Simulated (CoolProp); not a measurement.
The fluid at 570 K and 1.18 MPa is throttled through a valve to 0.367 MPa with no heat exchange. The same conditions are run with several fluids, on thermodynamics alone (safety and materials aside).

The numbers come from the reference Helmholtz-energy equation of state of each fluid (octamethyltrisiloxane (MDM): Thol 2017; hydrogen chloride: Thol 2018; n-heptane: Span 2003; carbonyl sulfide: Lemmon 2006; normal hydrogen: Leachman 2009) in CoolProp.

| fluid | temperature change (K) | final density (kg/m³) |
|---|---|---|
| octamethyltrisiloxane (MDM) | -11.5 | 20.7 |
| hydrogen chloride | -3.6 | 2.85 |
| n-heptane | -6.2 | 8.18 |
| carbonyl sulfide | -3.9 | 4.71 |
| normal hydrogen | +0.4 | 0.156 |
